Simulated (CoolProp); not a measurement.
A single-stage vapour-compression cycle with R124: evaporating at 259.15 K (dew point), condensing at 325.15 K (bubble point), superheat 5 K, subcooling 2 K, compressor efficiency 0.6, no pressure losses. Each further row changes one setting.

Model: reference Helmholtz-energy equation of state, de Vries 1995, in CoolProp.

| case | cooling COP | pressure ratio | discharge temperature (K) | refrigerating effect (kJ/kg) | volumetric capacity (kJ/m³) |
|---|---|---|---|---|---|
| as stated | ? | 8.79 | 353.7 | 98.3 | 590 |
| evaporating temperature 264.15 K | ? | 7.13 | 350.9 | 101 | 740 |
| condensing temperature 320.15 K | 1.88 | 7.71 | 348.1 | 104 | 626 |
| subcooling 7 K | ? | 8.79 | 353.7 | 104 | 626 |
| superheat 15 K | ? | 8.79 | ? | 105 | 607 |
| compressor efficiency 0.5 | ? | 8.79 | 367.0 | 98.3 | 590 |

### Question
Complete the blanks.

### Answer

- as stated, cooling COP: 1.67
- evaporating temperature 264.15 K, cooling COP: 1.90
- subcooling 7 K, cooling COP: 1.77
- superheat 15 K, cooling COP: 1.71
- superheat 15 K, discharge temperature (K): 364.8
- compressor efficiency 0.5, cooling COP: 1.39
